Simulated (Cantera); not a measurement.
A closed system holds: 1 mol SiC, 0.0015 mol O₂, 75 mol H₂, 0.48 mol CO₂, held at 1825 K and 6500 Pa.

Cantera equilibrium calculation (NASA polynomials, part measured and part estimated; ideal gas, pure solids and liquids). Candidate condensed phases: C, C₆H₆, C₇H₈, C₈H₁₈, H₂O, Si, SiC, SiO₂; 123 gas species. Equilibrium is a limit: real reactors are often held back by kinetics, nucleation or transport.

Base state: H₂ 0.986, CO 0.00949, SiO 0.00317, H 0.00171, Si 1.41e-5 (mole fractions); condensed: SiC(s).

Question: What changes in the equilibrium state with this change: SiC replaced by Si?

Answer: 
```csv
species,before,after
H₂,0.986,0.986
SiO,0.00317,0.00971
CO,0.00949,0.00295
Si,1.41e-5,4.43e-5
SiH,3.80e-6,1.19e-5
SiH₂,7.08e-6,2.22e-5
"SiC(s), mol",0.757,0.255
```
Gases not in the tables: Si₂H₆ and higher silanes.
